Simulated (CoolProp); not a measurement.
Vapour-liquid equilibrium of acetone (1) + benzene (2) at 120.55 °C; x and y are mole fractions of (1).

Model: multi-fluid Helmholtz-energy mixture model, Lemmon 2006 and Thol 2012; pair parameters Bell 2016, in CoolProp.

### Question
Give the bubble pressure and the first vapour's composition at x = 0.2, 0.5, 0.95. Is there an azeotrope?

### Answer
x = 0.2: 3.890 bar, y = 0.350; x = 0.5: 4.855 bar, y = 0.645; x = 0.95: 6.008 bar, y = 0.966. No azeotrope shows between x = 0.05 and 0.95.

The pair parameters rest on a limited set of measurements; away from them the model extrapolates.
